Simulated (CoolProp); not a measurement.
n-hexane along the isobar 0.623 MPa: fugacity coefficient from the reference equation and from simpler models built on Tc = 234.7 °C, pc = 3.044 MPa, ω = 0.300; each cubic takes its own stable root.

The numbers come from the reference Helmholtz-energy equation of state, Thol 2019 in CoolProp.

| T (°C) | phase | reference |
|---|---|---|
| 96.25 | liquid | 0.3372 |
| 108.95 | liquid | 0.4543 |
| 121.65 | liquid | 0.5962 |
| 134.35 | liquid | 0.7641 |
| 147.05 | gas | 0.8628 |
| 159.75 | gas | 0.8766 |
| 172.45 | gas | 0.8885 |
| 185.15 | gas | 0.8989 |
| 197.85 | gas | 0.9081 |
| 210.55 | gas | 0.9162 |
| 223.15 | gas | 0.9234 |
| 235.85 | gas | 0.9298 |
| 248.55 | gas | 0.9355 |
| 261.25 | gas | 0.9407 |

How far does each simpler model (van der Waals, Redlich-Kwong) lie from the reference over these 14 states: mean and median of the absolute difference, and the worst?


- van der Waals: mean 24.4 %, median 2.9 %, worst +158.5 % at 96.25 °C and 0.623 MPa
- Redlich-Kwong: mean 12.3 %, median 1.1 %, worst +59.0 % at 96.25 °C and 0.623 MPa

At some of these states van der Waals, Redlich-Kwong gives the other phase, because its saturation line lies elsewhere.
